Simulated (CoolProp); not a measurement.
Cyclopentane at several states: fugacity coefficient from the reference equation and from simpler models built on Tc = 511.7 K, pc = 4.583 MPa, ω = 0.202; each cubic takes its own stable root.

Model: reference Helmholtz-energy equation of state, Gedanitz 2015, in CoolProp.

```tsv
T (K)	p (MPa)	phase	reference
188	0.786	liquid	3.219e-5
194.3	0.699	liquid	7.214e-5
306.2	18.9	liquid	0.005996
490.5	0.694	gas	0.9391
275.8	1.68	liquid	0.01018
484.4	1.86	gas	0.8321
```

How far does each simpler model (van der Waals, Soave-Redlich-Kwong) lie from the reference over these 6 states: mean and median of the absolute difference, and the worst?


- van der Waals: mean 13437.3 %, median 985.2 %, worst +47212.8 % at 188 K and 0.786 MPa
- Soave-Redlich-Kwong: mean 2.1 %, median 1.9 %, worst -4.0 % at 194.3 K and 0.699 MPa
